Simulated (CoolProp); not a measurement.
A simple Rankine cycle with isohexane: condensing at 288.15 K, boiler at 0.104 MPa, turbine inlet 374.1 K, turbine efficiency 0.7, pump efficiency 0.7, no recuperator. Each further row changes one setting.

Model: reference Helmholtz-energy equation of state, Lemmon 2006, in CoolProp. It is a short technical equation, of lower accuracy than the large ones.

```tsv
case	thermal efficiency (%)	net work (kJ/kg)	heat in (kJ/kg)	turbine exit temperature (K)	volume ratio over the turbine
as stated	8.1	41.0	506	351.4	5.46
turbine inlet 394.1 K	7.9	43.5	548	371.4	5.46
condensing temperature 280.15 K	9.4	49.4	524	346.8	7.83
boiler pressure 0.0728 MPa	6.5	33.1	508	356.2	3.84
turbine efficiency 0.6	6.9	35.1	506	354.5	5.51
```
